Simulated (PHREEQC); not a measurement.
Sulfide liquor: an equilibrium model

Dissolve 0.0029 mol H2S, 0.02 mol NaHCO3 and 0.00012 mol MnCl2 per kg of water at 55 °C. Closed to the air; pH follows from the charge balance.

Computed with PHREEQC (ion-association model, wateq4f.dat).

```yaml
pH: 7.10
ionic_strength: 0.0200 mol/kgw
total_alkalinity: 20.0 meq/kg
```

| species | molality | activity | log γ |
|---|---|---|---|
| Na+ | 0.0198 | 0.0172 | -0.063 |
| HCO3- | 0.0174 | 0.0152 | -0.061 |
| CO2 | 0.00230 | 0.00231 | 0.002 |
| HS- | 0.00223 | 0.00191 | -0.066 |
| H2S | 0.000674 | 0.000677 | 0.002 |
| Cl- | 0.000240 | 0.000207 | -0.065 |
| NaHCO3 | 0.000146 | 0.000146 | 0.002 |
| Mn+2 | 4.77e-5 | 2.76e-5 | -0.238 |
| MnHCO3+ | 4.30e-5 | 3.72e-5 | -0.062 |
| MnCO3 | 2.92e-5 | 2.93e-5 | 0.002 |
| CO3-2 | 2.35e-5 | 1.34e-5 | -0.244 |
| NaCO3- | 1.95e-5 | 1.69e-5 | -0.061 |

No solid was allowed to form. Examples of supersaturated solids here: Rhodochrosite. Others may be too. Away from 25 °C the constants follow the database's enthalpies or fits; those with neither stay at their 25 °C values. The polysulfide entries of wateq4f.dat were taken out for this run.
